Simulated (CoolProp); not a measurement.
The numbers come from the reference Helmholtz-energy equation of state, de Reuck 1990 in CoolProp.

Give the vapour pressure (MPa), liquid density (kg/m³), vapour density (kg/m³), enthalpy of vaporisation (kJ/kg) of saturated fluorine at 129.5 K.


```tsv
T (K)	p (MPa)	liquid density (kg/m³)	vapour density (kg/m³)	enthalpy of vaporisation (kJ/kg)
129.5	2.68	1090	140	106
```
